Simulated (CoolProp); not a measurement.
Vapour-liquid equilibrium of R134a (1) + R152A (2) at 292.8 K; x and y are mole fractions of (1).

Values from CoolProp's multi-fluid Helmholtz-energy mixture model, Tillner-Roth 1994 and Outcalt 1996; pair parameters Lemmon 2004.

```tsv
x	bubble pressure (kPa)	y at the bubble point	dew pressure at overall composition x (kPa)	liquid density (mol/L)
0.05	507.9	0.051	507.9	13.71
0.2	510.8	0.207	510.7	13.38
0.35	516.2	0.366	515.6	13.08
0.5	524.0	0.523	522.7	12.80
0.65	534.0	0.676	532.2	12.55
0.8	546.3	0.821	544.3	12.31
0.95	560.4	0.957	559.6	12.09
```

No azeotrope shows between x = 0.05 and 0.95.

The pair parameters rest on a limited set of measurements; away from them the model extrapolates.
